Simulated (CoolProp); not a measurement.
Vapour-liquid equilibrium of R22 (1) + R123 (2) at 0.586 bar; x and y are mole fractions of (1).

Model: multi-fluid Helmholtz-energy mixture model, Kamei 1995 and Younglove 1994; pair parameters Bell 2016, in CoolProp.

| x | bubble temperature, mixture model (°C) | bubble temperature, Raoult's law (°C) | y, mixture model | y, Raoult's law |
|---|---|---|---|---|
| 0.05 | 2.3 | 1.2 | 0.407 | 0.442 |
| 0.125 | -10.7 | -11.4 | … | 0.719 |
| 0.2 | … | -20.0 | 0.832 | 0.836 |
| 0.275 | -26.8 | -26.3 | 0.896 | 0.896 |
| 0.35 | … | -31.2 | 0.932 | 0.930 |
| 0.425 | -36.0 | -35.1 | 0.953 | 0.952 |
| 0.5 | -39.3 | -38.4 | … | 0.966 |
| 0.575 | … | -41.2 | 0.976 | 0.976 |
| 0.65 | -44.2 | -43.6 | 0.983 | 0.983 |
| 0.725 | -46.1 | -45.8 | 0.988 | 0.989 |
| 0.8 | … | -47.6 | 0.992 | 0.993 |
| 0.875 | -49.4 | -49.4 | 0.995 | 0.996 |
| 0.95 | -50.9 | -50.9 | … | 0.999 |

Question: What belongs in the gaps?

Answer: 
- 0.125, y, mixture model: 0.702
- 0.2, bubble temperature, mixture model (°C): -19.9
- 0.35, bubble temperature, mixture model (°C): -31.9
- 0.5, y, mixture model: 0.967
- 0.575, bubble temperature, mixture model (°C): -41.9
- 0.8, bubble temperature, mixture model (°C): -47.9
- 0.95, y, mixture model: 0.998

The largest gap from Raoult's law is +1.1 K in bubble temperature, at x = 0.05. No azeotrope shows between x = 0.05 and 0.95.

The pair parameters rest on a limited set of measurements; away from them the model extrapolates. The gap from Raoult's law changes sign with composition, which may be real or a fault of the pair parameters; it wasn't checked against measurements.
